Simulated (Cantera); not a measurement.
# Equilibrium for aluminium and copper etching: Cu + F₂ + N₂

A closed system holds: 1 mol Cu, 1.3 mol F₂, 0.41 mol N₂.

Equilibrium computed with Cantera from the NASA thermochemical tables; the gas is ideal and each condensed phase is pure. Candidate condensed phases: Cu, CuF₂; 11 gas species. Kinetics and transport are ignored.

Task: Map the stable condensed phases over T = 573, 623, 673, 723, 773, 823, 873, 923, 973, 1023, 1073, 1123 K and P in Pa = 1, 4.2, 18, 75, 320, 1300, 5600, 24000, 100000.

Result: 
```
T in K \ P in Pa
              1    4.2     18     75    320   1300   5600  24000 100000
   1123       A      A      A      B      B      B      B      B      B
   1073       A      A      A      B      B      B      B      B      B
   1023       A      A      B      B      B      B      B      B      B
    973       A      B      B      B      B      B      B      B      B
    923       B      B      B      B      B      B      B      B      B
    873       B      B      B      B      B      B      B      B      B
    823       B      B      B      B      B      B      B      B      B
    773       B      B      B      B      B      B      B      B      B
    723       B      B      B      B      B      B      B      B      B
    673       B      B      B      B      B      B      B      B      B
    623       B      B      B      B      B      B      B      B      B
    573       B      B      B      B      B      B      B      B      B
```
A: gas only; B: CuF₂.
